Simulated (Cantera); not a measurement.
Input: 1 mol C₃H₆, 0.031 mol O₂, 0.4 mol N₂, at 1773 K and 1.65 Torr.

Cantera equilibrium calculation (NASA polynomials, part measured and part estimated; ideal gas, pure solids and liquids). The numbers say what is thermodynamically allowed, not how fast it happens.

| species | before | after |
|---|---|---|
| H₂ | 0.860 | 0.866 |
| N₂ | 0.114 | 0.115 |
| CO | 0.0179 | 0.0179 |
| H | 0.00563 | 6.61e-5 |
| HCN | 0.00168 | 0.000126 |
| C₂H₂ (acetylene) | 0.000120 | 1.50e-6 |
| HNC | 6.01e-5 | 1.35e-6 |
| C(graphite), mol | 2.93 | 2.94 |
Gas species are given as mole fractions.

Q: Which change was made?
A. temperature from 1773 K to 1373 K
B. pressure from 1.65 Torr to 1 atm
C. pressure from 1.65 Torr to 1050 Torr
D. pressure from 1.65 Torr to 7.50 Torr

A: A, temperature from 1773 K to 1373 K
